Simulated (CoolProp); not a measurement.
Properties of CH2F2 (R32) along the isotherm 288.2 K.

Values from CoolProp's reference Helmholtz-energy equation of state, Tillner-Roth 1997.

```json
[
 {"p (bar)": "5.78", "phase": "gas", "Z": "0.9153", "viscosity (µPa s)": "13.0"},
 {"p (bar)": "11.6", "phase": "gas", "Z": "0.8146", "viscosity (µPa s)": "13.1"},
 {"p (bar)": "17.3", "phase": "liquid", "Z": "0.03745", "viscosity (µPa s)": "127"},
 {"p (bar)": "23.1", "phase": "liquid", "Z": "0.04986", "viscosity (µPa s)": "129"},
 {"p (bar)": "28.9", "phase": "liquid", "Z": "0.06220", "viscosity (µPa s)": "130"},
 {"p (bar)": "34.7", "phase": "liquid", "Z": "0.07448", "viscosity (µPa s)": "131"},
 {"p (bar)": "40.5", "phase": "liquid", "Z": "0.08670", "viscosity (µPa s)": "132"},
 {"p (bar)": "46.3", "phase": "liquid", "Z": "0.09886", "viscosity (µPa s)": "134"},
 {"p (bar)": "52", "phase": "liquid", "Z": "0.1108", "viscosity (µPa s)": "135"},
 {"p (bar)": "57.8", "phase": "liquid", "Z": "0.1228", "viscosity (µPa s)": "136"},
 {"p (bar)": "63.6", "phase": "liquid", "Z": "0.1348", "viscosity (µPa s)": "137"},
 {"p (bar)": "69.4", "phase": "liquid", "Z": "0.1468", "viscosity (µPa s)": "138"},
 {"p (bar)": "75.2", "phase": "liquid", "Z": "0.1587", "viscosity (µPa s)": "139"},
 {"p (bar)": "81", "phase": "liquid", "Z": "0.1705", "viscosity (µPa s)": "141"},
 {"p (bar)": "86.7", "phase": "liquid", "Z": "0.1821", "viscosity (µPa s)": "142"}
]
```

Viscosity comes from a separate model (Bell 2016), an estimate that may be off by 10 % or more.
